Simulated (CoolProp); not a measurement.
Vapour-liquid equilibrium of ethanol (1) + toluene (2) at 748 kPa; x and y are mole fractions of (1).

The numbers come from the multi-fluid Helmholtz-energy mixture model, Schroeder 2014 and Lemmon 2006; pair parameters Bell 2016 in CoolProp.

```
x      bubble temperature (K)  y at the bubble point  dew temperature at overall composition x (K)  liquid density (mol/L)
-----  ----------------------  ---------------------  --------------------------------------------  ----------------------
0.05                    454.5                  0.287                                         469.9                   7.710
0.125                   438.8                  0.496                                         465.2                   8.128
0.2                     430.4                      …                                         460.4                   8.483
0.275                   425.5                  0.651                                         455.3                   8.824
0.35                    422.4                  0.688                                         450.0                   9.177
0.425                   420.3                  0.716                                         444.4                   9.557
0.5                     418.7                  0.741                                         438.4                   9.977
0.575                   417.3                  0.764                                         432.1                   10.45
0.65                    416.2                      …                                         425.6                   10.97
0.725                   415.1                  0.820                                         419.7                   11.57
0.8                     414.2                      …                                         415.8                   12.23
0.875                   413.5                  0.901                                         413.9                   12.98
0.95                    412.9                  0.956                                         413.0                   13.82
```

Question: Some entries are withheld; supply them.

Answer: 
- 0.2, y at the bubble point: 0.595
- 0.65, y at the bubble point: 0.790
- 0.8, y at the bubble point: 0.856

No azeotrope shows between x = 0.05 and 0.95.

The pair parameters rest on a limited set of measurements; away from them the model extrapolates.
